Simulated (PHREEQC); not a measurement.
Dissolve 0.022 mol HF, 0.0023 mol KOH and 0.0039 mol LiCl per kg of water at 2.4 °C and 100 atm. Closed to the air; pH follows from the charge balance.

Computed with PHREEQC (ion-association model, phreeqc.dat).

Each row changes one thing in this solution. No solid was allowed to form.

| case | pH | ionic strength (mol/kgw) |
|---|---|---|
| as made | 2.49 | 0.00976 |
| LiCl replaced by NaCl at the same molality | 2.49 | 0.00975 |
| 0.00062 mol/kgw ZnCl2 added | 2.48 | 0.0116 |
| LiCl left out | 2.49 | 0.00578 |
| LiCl from 0.0039 to 0.00195 mol/kgw | 2.49 | 0.00777 |

Under pressure, the constants of complexes without a molar volume in the database are unreliable. At this temperature some constants are extrapolated from 25 °C, and those without enthalpy data are left unchanged.
